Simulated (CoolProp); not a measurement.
Properties of propylene along the isotherm 451.4 K (Tc = 364.2 K, pc = 4.555 MPa, ω = 0.146).

Computed with CoolProp (reference Helmholtz-energy equation of state, Lemmon 2013).

```csv
p (MPa),phase,density (kg/m³),cv (kJ/(kg K)),Joule-Thomson coefficient (K/MPa),isothermal compressibility (1/MPa),Prandtl number
0.144,gas,1.623,1.900,5.410,6.983,0.755
0.224,gas,2.533,1.901,5.421,4.503,0.755
0.349,gas,3.966,1.902,5.439,2.904,0.754
0.544,gas,6.228,[?],5.467,1.877,0.754
0.847,gas,9.814,1.907,5.509,1.220,0.754
1.32,gas,15.59,1.913,[?],0.7984,0.758
2.05,gas,24.96,1.922,5.672,[?],0.770
3.2,gas,40.99,1.937,5.810,0.3582,0.804
4.98,supercritical,[?],1.963,5.948,[?],0.892
7.75,supercritical,125.2,2.008,5.683,0.1823,1.12
12.1,supercritical,228.6,[?],3.392,0.09305,1.54
18.8,supercritical,325.4,2.028,1.156,0.02919,1.70
29.3,supercritical,392.5,2.025,0.2665,0.01138,1.76
45.5,supercritical,445.3,2.034,-0.1067,0.005526,1.84
```

**Question.** Some entries are withheld; supply them.

**Answer.** 
- 0.544, cv (kJ/(kg K)): 1.904
- 1.32, Joule-Thomson coefficient (K/MPa): 5.575
- 2.05, isothermal compressibility (1/MPa): 0.5305
- 4.98, density (kg/m³): 69.49
- 4.98, isothermal compressibility (1/MPa): 0.2513
- 12.1, cv (kJ/(kg K)): 2.040

Viscosity comes from a separate model (Huber 2003), an estimate that may be off by 10 % or more. Thermal conductivity comes from a separate model (Huber 2003), an estimate that may be off by 10 % or more.
